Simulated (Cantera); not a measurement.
A closed system holds: 1 mol CH2F2, 3.2 mol H2, held at 2898 K and 8.10 Pa.

Equilibrium computed with Cantera from the NASA thermochemical tables; the gas is ideal and each condensed phase is pure. Candidate condensed phases: C, C6H6, C7H8, C8H18; 95 gas species. The numbers say what is thermodynamically allowed, not how fast it happens.

Base state: H 0.732, F 0.104, HF 0.0922, C 0.0488, C3 0.0121, C2 0.00564, H2 0.00333, CF 0.00205 (mole fractions); condensed: gas only.

**Question.** What changes in the equilibrium state with this change: temperature from 2898 K to 2573 K?

**Answer.** 
| species | before | after |
|---|---|---|
| H | 0.732 | 0.702 |
| HF | 0.0922 | 0.225 |
| H2 | 0.00333 | 0.0338 |
| F | 0.104 | 0.0117 |
| C | 0.0488 | 0.00545 |
| C3 | 0.0121 | 0.0185 |
| C2H2 (acetylene) | 6.92e-6 | 0.000493 |
| C5 | 7.29e-6 | 7.49e-5 |
| CF | 0.00205 | 0.000477 |
| C2H | 0.000225 | 0.000854 |
| C(graphite), mol | 0 | 0.427 |

**Question.** What changes in the equilibrium state with this change: CH2F2 replaced by C2F6?

**Answer.** 
```json
[
 {"species": "H", "before": "0.732", "after": "0.385"},
 {"species": "F", "before": "0.104", "after": "0.344"},
 {"species": "HF", "before": "0.0922", "after": "0.161"},
 {"species": "C3", "before": "0.0121", "after": "0.0265"},
 {"species": "C", "before": "0.0488", "after": "0.0634"},
 {"species": "CF2", "before": "1.88e-6", "after": "2.70e-5"},
 {"species": "CF", "before": "0.00205", "after": "0.00885"},
 {"species": "C5", "before": "7.29e-6", "after": "2.70e-5"},
 {"species": "H2", "before": "0.00333", "after": "0.000922"}
]
```
The feed counts by its element totals alone.

**Question.** What changes in the equilibrium state with this change: temperature from 2898 K to 1075 K?

**Answer.** 
| species | before | after |
|---|---|---|
| H2 | 0.00333 | 0.615 |
| HF | 0.0922 | 0.385 |
| H | 0.732 | 1.28e-6 |
| F | 0.104 | <1e-9 |
| C | 0.0488 | <1e-9 |
| C3 | 0.0121 | <1e-9 |
| C2 | 0.00564 | <1e-9 |
| CF | 0.00205 | <1e-9 |
| C2H | 0.000225 | <1e-9 |
| C(graphite), mol | 0 | 1.000 |
